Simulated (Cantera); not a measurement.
Ammonia decomposition in nitride growth gas

A perfectly stirred reactor is fed with NH3 : N2 = 1 : 11 (molar parts), at 99000 Pa; it is held at 2323 K, and followed from long to short residence time.

Cantera simulation using the gas-phase N/H chemistry of the illustrative SiF4/NH3 mechanism in the Surface Chemkin manual (1991); the numbers are that mechanism's predictions, not measurements. Walls and surfaces, which speed up NH3 decomposition in real reactors, are not modelled.

```tsv
τ (s)	x NH3	x NH2	x H	x N2	x H2
0.51	0.000167	1.32e-5	0.00284	0.883	0.114
0.24	0.000417	2.48e-5	0.00213	0.884	0.114
0.11	0.00121	4.95e-5	0.00146	0.884	0.113
0.054	0.00284	8.72e-5	0.00107	0.885	0.111
0.026	0.00610	0.000147	0.000812	0.887	0.106
0.012	0.0125	0.000243	0.000605	0.889	0.0975
0.0057	0.0226	0.000375	0.000441	0.893	0.0835
0.0027	0.0366	0.000542	0.000305	0.898	0.0640
0.0013	0.0515	0.000725	0.000199	0.904	0.0432
0.00061	0.0646	0.000921	0.000121	0.909	0.0250
0.00029	0.0732	0.00110	7.07e-5	0.913	0.0129
```
x: mole fraction; the columns are a selection and need not sum to one.
